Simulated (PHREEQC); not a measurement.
Consider water at 39 °C with 0.0022 mol/kgw CaCl2, 0.00036 mol/kgw Na2SO4 and 0.0015 mol/kgw MgSO4. Closed to the air; pH follows from the charge balance.

All values are PHREEQC results (ion-association model, phreeqc.dat), not measurements.

The ionic strength comes out as 0.0118 mol/kgw. What activity coefficients do Mg+2, SO4-2, Ca+2, Na+, Cl- get?

Mg+2 0.65, SO4-2 0.64, Ca+2 0.64, Na+ 0.89, Cl- 0.89.

This is a speciation only: nothing precipitates in the calculation. Away from 25 °C the constants follow the database's enthalpies or fits; those with neither stay at their 25 °C values.
